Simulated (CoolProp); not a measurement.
R1224YDZ along the isobar 114 bar: Z from the reference equation and from simpler models built on Tc = 428.7 K, pc = 33.34 bar, ω = 0.325; each cubic takes its own stable root.

Values from CoolProp's reference Helmholtz-energy equation of state, Akasaka 2023.

```
T (K)          phase  reference  van der Waals  Redlich-Kwong  Soave-Redlich-Kwong  Peng-Robinson
-----  -------------  ---------  -------------  -------------  -------------------  -------------
246.5         liquid     0.5449         0.8999         0.6238               0.6069         0.5403
262.7         liquid     0.5240         0.8584         0.5987               0.5812         0.5170
278.9         liquid     0.5064         0.8226         0.5777               0.5597         0.4977
295.1         liquid     0.4915         0.7916         0.5602               0.5421         0.4817
311.2         liquid     0.4794         0.7649         0.5461               0.5279         0.4690
327.4         liquid     0.4695         0.7415         0.5347               0.5169         0.4592
343.6         liquid     0.4619         0.7214         0.5260               0.5089         0.4522
359.8         liquid     0.4566         0.7042         0.5199               0.5040         0.4481
376           liquid     0.4538         0.6896         0.5163               0.5024         0.4472
392.2         liquid     0.4534         0.6775         0.5153               0.5041         0.4495
408.4         liquid     0.4559         0.6677         0.5169               0.5097         0.4556
424.6         liquid     0.4615         0.6601         0.5213               0.5196         0.4661
440.8  supercritical     0.4708         0.6548         0.5286               0.5344         0.4817
457    supercritical     0.4844         0.6516         0.5391               0.5549         0.5031
473.1  supercritical     0.5029         0.6505         0.5528               0.5812         0.5305
```
